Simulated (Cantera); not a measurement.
**Adiabatic ignition**

An adiabatic, constant-pressure homogeneous reactor starts with 11.0 % H2, 17.6 % O2, 66.4 % N2, 5.04 % H2O, at 1450 K and 0.681 atm.

Cantera simulation using the H2/O2 subset of GRI-Mech 3.0, which has no nitrogen chemistry; the numbers are that mechanism's predictions, not measurements.

```tsv
t (s)	T (K)	x H2	x O2	x H2O	x H	x OH
9.00e-6	1450	0.110	0.176	0.0504	5.58e-6	1.76e-6
1.84e-5	1451	0.108	0.176	0.0514	0.000723	0.000234
3.76e-5	1637	0.0125	0.121	0.129	0.0274	0.0131
7.69e-5	1865	0.00856	0.121	0.143	0.0118	0.0153
0.000157	2017	0.00488	0.122	0.153	0.00429	0.0139
0.000321	2110	0.00225	0.125	0.160	0.00122	0.0105
0.000656	2157	0.000940	0.126	0.164	0.000314	0.00718
0.00134	2171	0.000570	0.127	0.165	0.000147	0.00569
0.00274	2172	0.000539	0.127	0.165	0.000135	0.00555
0.00561	2172	0.000539	0.127	0.165	0.000135	0.00555
0.0115	2172	0.000539	0.127	0.165	0.000135	0.00555
0.0234	2172	0.000539	0.127	0.165	0.000135	0.00555
0.0479	2172	0.000539	0.127	0.165	0.000135	0.00555
0.0978	2172	0.000539	0.127	0.165	0.000135	0.00555
0.200	2172	0.000539	0.127	0.165	0.000135	0.00555
```
x: mole fraction; the columns are a selection and need not sum to one.

* **time of steepest temperature rise**: 29.1 µs
* **temperature at 0.200 s**: 2172 K
* **equilibrium temperature**: 2172 K
* **x(H2) at 0.200 s**: 0.000539 (gas-phase equilibrium 0.000539)
* **x(O2) at 0.200 s**: 0.127 (gas-phase equilibrium 0.127)
* **x(H2O) at 0.200 s**: 0.165 (gas-phase equilibrium 0.165)
